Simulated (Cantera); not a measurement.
Feed: 1 mol CH3SiCl3, 25 mol H2, 1.4 mol C2H4, equilibrated at 14.0 mbar.

These are equilibrium values from Cantera (NASA tables, ideal gas, pure condensed phases), not measurements of a reactor. Candidate condensed phases: C, C6H6, C7H8, C8H18, Si, SiC; 109 gas species. The feed counts by its element totals alone. Equilibrium is a limit: real reactors are often held back by kinetics, nucleation or transport.

### Question
What share of the Si ends up in condensed phases as a function of T (K), at 998, 1023, 1048, 1073, 1098, 1123, 1148, 1173, 1198?

### Answer
```
T (K)  Si condensed (%)      as
-----  ----------------  ------
998                93.2  SiC(s)
1023               95.7  SiC(s)
1048               97.3  SiC(s)
1073               98.3  SiC(s)
1098               98.9  SiC(s)
1123               99.2  SiC(s)
1148               99.5  SiC(s)
1173               99.6  SiC(s)
1198               99.7  SiC(s)
```
